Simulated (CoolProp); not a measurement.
Vapour-liquid equilibrium of R1234yf (1) + R152A (2) at 216.4 K; x and y are mole fractions of (1).

Computed with CoolProp (multi-fluid Helmholtz-energy mixture model, Lemmon 2022 and Outcalt 1996; pair parameters Bell 2023).

```json
[
 {"x": "0.05", "bubble pressure (MPa)": "0.01935", "y at the bubble point": "0.096", "dew pressure at overall composition x (MPa)": "0.01888", "liquid density (mol/L)": "15.98"},
 {"x": "0.125", "bubble pressure (MPa)": "0.02054", "y at the bubble point": "…", "dew pressure at overall composition x (MPa)": "0.01965", "liquid density (mol/L)": "15.52"},
 {"x": "0.2", "bubble pressure (MPa)": "0.02150", "y at the bubble point": "…", "dew pressure at overall composition x (MPa)": "0.02045", "liquid density (mol/L)": "15.09"},
 {"x": "0.275", "bubble pressure (MPa)": "0.02229", "y at the bubble point": "0.377", "dew pressure at overall composition x (MPa)": "0.02124", "liquid density (mol/L)": "14.68"},
 {"x": "0.35", "bubble pressure (MPa)": "0.02293", "y at the bubble point": "0.446", "dew pressure at overall composition x (MPa)": "0.02201", "liquid density (mol/L)": "14.30"},
 {"x": "0.425", "bubble pressure (MPa)": "…", "y at the bubble point": "0.509", "dew pressure at overall composition x (MPa)": "0.02274", "liquid density (mol/L)": "13.94"},
 {"x": "0.5", "bubble pressure (MPa)": "0.02393", "y at the bubble point": "0.570", "dew pressure at overall composition x (MPa)": "0.02340", "liquid density (mol/L)": "13.59"},
 {"x": "0.575", "bubble pressure (MPa)": "0.02432", "y at the bubble point": "0.630", "dew pressure at overall composition x (MPa)": "0.02397", "liquid density (mol/L)": "13.27"},
 {"x": "0.65", "bubble pressure (MPa)": "0.02464", "y at the bubble point": "0.691", "dew pressure at overall composition x (MPa)": "0.02443", "liquid density (mol/L)": "…"},
 {"x": "0.725", "bubble pressure (MPa)": "0.02491", "y at the bubble point": "0.753", "dew pressure at overall composition x (MPa)": "0.02480", "liquid density (mol/L)": "12.67"},
 {"x": "0.8", "bubble pressure (MPa)": "0.02513", "y at the bubble point": "0.817", "dew pressure at overall composition x (MPa)": "0.02508", "liquid density (mol/L)": "12.40"},
 {"x": "0.875", "bubble pressure (MPa)": "0.02530", "y at the bubble point": "0.884", "dew pressure at overall composition x (MPa)": "0.02528", "liquid density (mol/L)": "…"},
 {"x": "0.95", "bubble pressure (MPa)": "0.02544", "y at the bubble point": "0.953", "dew pressure at overall composition x (MPa)": "0.02543", "liquid density (mol/L)": "11.88"}
]
```

Complete the blanks.


- 0.125, y at the bubble point: 0.209
- 0.2, y at the bubble point: 0.300
- 0.425, bubble pressure (MPa): 0.02348
- 0.65, liquid density (mol/L): 12.96
- 0.875, liquid density (mol/L): 12.13

No azeotrope shows between x = 0.05 and 0.95.

Pair parameters are fitted to limited data, so mixtures are less certain than the pure fluids.
